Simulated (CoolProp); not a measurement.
Saturation properties of diethyl ether.

Computed with CoolProp (reference Helmholtz-energy equation of state, Thol 2014).

```
T (K)  p (kPa)  vapour density (kg/m³)  enthalpy of vaporisation (kJ/kg)  surface tension (mN/m)
-----  -------  ----------------------  --------------------------------  ----------------------
358.1    456.4                   12.99                             308.6                    9.61
363.9        …                   14.96                             302.0                    8.98
369.8    605.6                   17.20                                 …                    8.34
375.6    691.7                       …                             287.9                    7.72
381.4    786.6                   22.45                             280.5                    7.11
387.2    890.9                   25.55                             272.8                       …
393.1     1007                   29.09                             264.5                    5.90
398.9     1132                   32.99                             256.0                    5.32
404.7     1268                   37.39                                 …                    4.74
```

Task: Some entries are withheld; supply them.

Result: 
- 363.9, p (kPa): 526.4
- 369.8, enthalpy of vaporisation (kJ/kg): 295.0
- 375.6, vapour density (kg/m³): 19.68
- 387.2, surface tension (mN/m): 6.50
- 404.7, enthalpy of vaporisation (kJ/kg): 246.9

It boils at 307.6 K under 1 atm.

Surface tension comes from a separate correlation (Mulero 2014).
